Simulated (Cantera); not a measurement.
Input: 1 mol Ta(OEt)₅, 0.042 mol H₂O, 30 mol H₂, held at 2277 °C and 135 Torr.

Equilibrium computed with Cantera from the NASA thermochemical tables; the gas is ideal and each condensed phase is pure. Candidate condensed phases: C, C₆H₆, C₇H₈, C₈H₁₈, H₂O, Ta, TaC, Ta₂O₅; 113 gas species. The feed counts by its element totals alone. TaC: taken at fixed stoichiometry. Condensed phases not in the tables: Ta₂C. Kinetics and transport are ignored.

Question: What is the equilibrium state?

Answer: 
| Property | Value |
|---|---|
| x(H₂) | 0.820 |
| x(CO) | 0.102 |
| x(H) | 0.0666 |
| x(C₂H₂ (acetylene)) | 0.0109 |
| x(C₂H) | 7.05e-5 |
| x(C₄H₂) | 6.00e-5 |
| x(CH₃) | 2.42e-5 |
| x(CH₄) | 1.68e-5 |
| x(C₂H₂ (vinylidene)) | 1.00e-5 |
| n(C(graphite)) | 2.86 mol |
| n(TaC(s)) | 1.00 mol |
| gas amount | 49.22 mol |
| log10 activity of Ta(s) (absent) | -2.88 |
| log10 activity of Ta₂O₅(l) (absent) | -27.47 |
